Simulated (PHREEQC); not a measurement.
Dissolve 3.9 mol KOH and 0.00086 mol H4SiO4 per kg of water at 20 °C. Closed to the air; pH follows from the charge balance.

Equilibrium calculation in PHREEQC: Pitzer model, pitzer.dat.

```
Item                       Result
-------------------  ------------
pH                          15.16
ionic strength       3.90 mol/kgw
activity of water           0.826
density               1.159 g/cm³
osmotic coefficient         1.365
total alkalinity      3900 meq/kg
```

```tsv
species	molality	activity	log γ
K+	3.90	3.11	-0.099
OH-	3.90	8.25	0.326
H2SiO4-2	0.000860	1.47e-5	-1.768
H3SiO4-	3.82e-7	2.07e-7	-0.267
```

No solid was allowed to form. In brines, pH and single-ion activities rest on the MacInnes convention.
